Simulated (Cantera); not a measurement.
Premixed flame

A freely propagating, adiabatic, planar premixed flame of 22.2 % H2, 16.4 % O2, 61.4 % N2, equivalence ratio 0.68, unburnt at 573 K and 0.859 atm; mixture-averaged transport, grid criteria slope 0.08 and curve 0.16, no radiation.

Computed with Cantera and the H2/O2 subset of GRI-Mech 3.0, which has no nitrogen chemistry. Burning velocities carry a grid error of a few per cent, more on coarse grids. Lean hydrogen flames are cellular in practice and burn faster than this planar one.

```csv
z (mm),T (K),u (m/s),x H2,x O2,x O,x HO2,x OH,x H2O2
-1.54,573,4.67,0.222,0.164,<1e-8,<1e-8,<1e-8,<1e-8
-1.03,573,4.67,0.222,0.164,<1e-8,<1e-8,<1e-8,<1e-8
-0.772,573,4.67,0.222,0.164,<1e-8,1.56e-8,<1e-8,<1e-8
-0.515,573,4.67,0.222,0.164,1.03e-8,1.23e-6,<1e-8,<1e-8
-0.257,596,4.81,0.214,0.165,9.44e-6,0.000239,5.92e-5,7.22e-6
-0.129,802,6.31,0.177,0.160,0.000327,0.000195,0.000739,1.87e-5
0,1188,9.08,0.0971,0.127,0.00484,9.45e-5,0.00322,6.91e-6
0.129,1475,11.2,0.0363,0.0830,0.0118,5.14e-5,0.00862,3.87e-6
0.257,1624,12.2,0.0214,0.0685,0.0133,3.56e-5,0.0117,2.13e-6
0.515,1776,13.2,0.0168,0.0633,0.0114,2.49e-5,0.0137,1.07e-6
1.03,1918,14.2,0.0129,0.0607,0.00813,1.63e-5,0.0141,5.78e-7
2.06,2032,14.9,0.00840,0.0591,0.00500,9.78e-6,0.0128,3.57e-7
4.12,2113,15.4,0.00452,0.0585,0.00259,5.57e-6,0.0102,2.39e-7
```
x: mole fraction of selected species; z is measured from the peak of heat release.

```
Quantity                    Result
------------------------  --------
laminar burning velocity  467 cm/s
thermal thickness         0.515 mm
peak x(O)                   0.0133
peak x(HO2)               0.000286
peak x(OH)                  0.0142
peak x(H2O2)               1.94e-5
```
